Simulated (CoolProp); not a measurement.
Aqueous ethanol as a coolant, at 34 °C, 1 atm.

Model: Melinder's fits for secondary coolants, in CoolProp.

```csv
mass %,freezing point (°C),density (kg/m³),viscosity (mPa s),cp (kJ/(kg K)),Prandtl number
4.8,-1.9,985.5,0.871,4.212,6.29
11.9,-5.4,974.3,1.10,4.284,8.88
19.1,-10.4,963.5,1.35,4.316,12.0
26.2,-16.5,951.9,1.55,4.286,15.1
33.3,-23.3,938.7,1.69,4.203,17.7
40.5,-30.0,923.8,1.76,4.089,19.8
47.6,-35.8,907.9,1.78,3.961,21.3
54.7,-41.0,891.5,1.76,3.812,22.3
```
